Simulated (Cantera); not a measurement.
Cantera run, input and output.

```python
import numpy as np
import cantera as ct

gas = ct.Solution("gri30.yaml")
gas.TPX = 1050, 2600, {'H2': 0.032, 'O2': 1}
reactor = ct.IdealGasConstPressureReactor(gas, energy="off", clone=False)
net = ct.ReactorNet([reactor])
net.rtol, net.atol = 1e-08, 1e-18
show = ['H2', 'O2', 'H2O2', 'H2O', 'OH', 'HO2', 'O']
times = np.geomspace(4e-06, 4, 15)

steps = ct.SolutionArray(gas, extra=["t"])
rows = []
print(f"{'t/s':>10s}{'T/K':>9s}{'P/Pa':>11s}" + "".join(f"{s:>11s}" for s in show))
for t in times:
    while net.time < t:
        t_next = net.step()
        steps.append(gas.state, t=t_next)
    rows.append([np.interp(t, steps.t, y) for y in (steps.T, steps.P, *steps(*show).X.T)])
    print(f"{t:10.3e}{rows[-1][0]:9.1f}{rows[-1][1]:11.4g}" + "".join(f"{x:11.3e}" for x in rows[-1][2:]))
rate = np.gradient(steps.T, steps.t)
print("integrator steps:", len(steps.t))
if steps.T.max() > steps.T[0] + 200:
    print(f"time of steepest temperature rise: {steps.t[rate.argmax()]:.4e} s")
gas.TPX = 1050, 2600, {'H2': 0.032, 'O2': 1}
gas.equilibrate("TP")
print(f"equilibrium (TP): T = {gas.T:.1f} K  " + "  ".join(f"{s} {gas[s].X[0]:.3e}" for s in show))
```

Result:

```
       t/s      T/K       P/Pa         H2         O2       H2O2        H2O         OH        HO2          O
 4.000e-06   1050.0       2600  3.101e-02  9.690e-01  1.876e-17  6.374e-15  3.300e-13  8.366e-12  3.341e-13
 1.073e-05   1050.0       2600  3.101e-02  9.690e-01  1.344e-16  1.147e-13  2.206e-12  2.247e-11  2.278e-12
 2.879e-05   1050.0       2600  3.101e-02  9.690e-01  9.661e-16  1.934e-12  1.340e-11  6.041e-11  1.459e-11
 7.723e-05   1050.0       2600  3.101e-02  9.690e-01  6.977e-15  2.828e-11  6.830e-11  1.629e-10  8.451e-11
 2.072e-04   1050.0       2600  3.101e-02  9.690e-01  5.061e-14  3.598e-10  3.211e-10  4.425e-10  4.954e-10
 5.558e-04   1050.0       2600  3.101e-02  9.690e-01  3.774e-13  6.515e-09  2.967e-09  1.281e-09  5.367e-09
 1.491e-03   1050.0       2600  3.101e-02  9.690e-01  6.892e-12  1.237e-06  4.738e-07  2.394e-08  8.782e-07
 4.000e-03   1050.0       2600  5.903e-03  9.530e-01  4.951e-07  2.081e-02  2.722e-03  1.002e-05  1.162e-02
 1.073e-02   1050.0       2600  2.409e-04  9.594e-01  1.251e-07  2.999e-02  9.038e-04  6.572e-06  8.162e-03
 2.879e-02   1050.0       2600  5.920e-05  9.661e-01  1.098e-07  3.109e-02  4.358e-04  3.779e-06  2.161e-03
 7.723e-02   1050.0       2600  1.003e-05  9.680e-01  8.207e-08  3.138e-02  1.812e-04  1.519e-06  3.854e-04
 2.072e-01   1050.0       2600  1.501e-06  9.684e-01  4.587e-08  3.146e-02  7.326e-05  4.495e-07  6.217e-05
 5.558e-01   1050.0       2600  2.475e-07  9.685e-01  1.975e-08  3.148e-02  3.135e-05  1.144e-07  1.121e-05
 1.491e+00   1050.0       2600  5.001e-08  9.685e-01  7.380e-09  3.149e-02  1.474e-05  2.982e-08  2.466e-06
 4.000e+00   1050.0       2600  1.239e-08  9.685e-01  2.644e-09  3.149e-02  7.566e-06  8.628e-09  6.505e-07
integrator steps: 1549
equilibrium (TP): T = 1050.0 K  H2 7.227e-11  O2 9.685e-01  H2O2 2.591e-11  H2O 3.150e-02  OH 5.992e-07  HO2 1.415e-09  O 4.108e-09
```

Cantera simulation using GRI-Mech 3.0 (53 species, 325 reactions); the numbers are that mechanism's predictions, not measurements. Radical loss at walls, strong at low pressure, is not modelled.
